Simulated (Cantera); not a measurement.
**Gas-phase reforming**

An isothermal, constant-pressure homogeneous reactor starts with 18.3 % CH4, 77.1 % CO2, 4.59 % H2, at 2123 K and 0.888 atm.

Detailed kinetics in Cantera: GRI-Mech 3.0 (53 species, 325 reactions).

```
t (s)        x CH4  x CO2    x H2    x HCO       x H
--------  --------  -----  ------  -------  --------
1.00e-6      0.183  0.770  0.0462  1.07e-9   4.56e-5
3.35e-6      0.180  0.769  0.0471  3.08e-8   7.70e-5
1.12e-5      0.170  0.764  0.0521  1.51e-6  0.000220
3.76e-5      0.117  0.715  0.0939  8.50e-6  0.000605
0.000126    0.0457  0.580   0.129  3.84e-6  0.000751
0.000422   0.00795  0.403  0.0685  1.51e-6  0.000609
0.00141    0.00225  0.289  0.0653  7.42e-7  0.000734
0.00474   0.000486  0.225  0.0889  1.78e-7  0.000842
0.0159    6.16e-10  0.219  0.0913  1.35e-7   0.00115
0.0532    2.95e-11  0.219  0.0913  1.35e-7   0.00115
0.178     2.95e-11  0.219  0.0913  1.35e-7   0.00115
0.597     2.95e-11  0.219  0.0913  1.35e-7   0.00115
2.00      2.95e-11  0.219  0.0913  1.35e-7   0.00115
```
x: mole fraction; the columns are a selection and need not sum to one.

Equilibrium at this temperature and pressure: CH4 3.20e-11, CO2 0.219, H2 0.0913, HCO 1.35e-7, H 0.00115 (gas phase only).
